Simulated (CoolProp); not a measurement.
Properties of fluorine along the isobar 4.84 MPa (Tc = 144.4 K, pc = 5.240 MPa, ω = 0.045).

Computed with CoolProp (reference Helmholtz-energy equation of state, de Reuck 1990).

| T (K) | phase | density (kg/m³) | Joule-Thomson coefficient (K/MPa) | isothermal compressibility (1/MPa) | expansivity (1/kK) | fugacity coefficient |
|---|---|---|---|---|---|---|
| 84.8 | liquid | 1516 | -0.2769 | (withheld) | 4.419 | 0.02333 |
| 115.5 | liquid | 1279 | -0.07787 | 0.005074 | 7.218 | 0.2453 |
| 146.3 | gas | (withheld) | 7.055 | 0.4943 | 43.35 | 0.7109 |
| 177 | gas | 151.6 | (withheld) | (withheld) | 10.40 | 0.8454 |
| 207.8 | gas | 117.6 | 3.587 | 0.2272 | 6.750 | 0.9098 |
| 238.5 | gas | 98.11 | 2.708 | 0.2174 | 5.193 | 0.9455 |
| 269.3 | gas | 84.86 | 2.115 | 0.2125 | 4.297 | 0.9672 |
| 300 | gas | 75.10 | (withheld) | 0.2097 | 3.705 | 0.9811 |

Question: Some entries are withheld; supply them.

Answer: 
- 84.8, isothermal compressibility (1/MPa): 0.001653
- 146.3, density (kg/m³): 263.9
- 177, Joule-Thomson coefficient (K/MPa): 4.948
- 177, isothermal compressibility (1/MPa): 0.2533
- 300, Joule-Thomson coefficient (K/MPa): 1.705
